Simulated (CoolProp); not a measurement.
The fluid at 315.02 K and 1.18 MPa (stagnation) flows isentropically through a choked orifice. The same conditions are run with several fluids, on thermodynamics alone (safety and materials aside).

The numbers come from the reference Helmholtz-energy equation of state of each fluid (nitrous oxide: Lemmon 2006; sulfur hexafluoride: Guder 2009; ethylene: Smukala 2000; R125: Lemmon 2005; carbon monoxide: Lemmon 2006) in CoolProp.

| fluid | throat to inlet pressure ratio | mass flux (kg/(m² s)) | throat temperature (K) |
|---|---|---|---|
| nitrous oxide | 0.550 | 3290 | 275.4 |
| sulfur hexafluoride | 0.598 | 5740 | 299.3 |
| ethylene | 0.556 | 2600 | 279.4 |
| R125 | 0.602 | 5310 | 297.9 |
| carbon monoxide | 0.527 | 2650 | 262.0 |
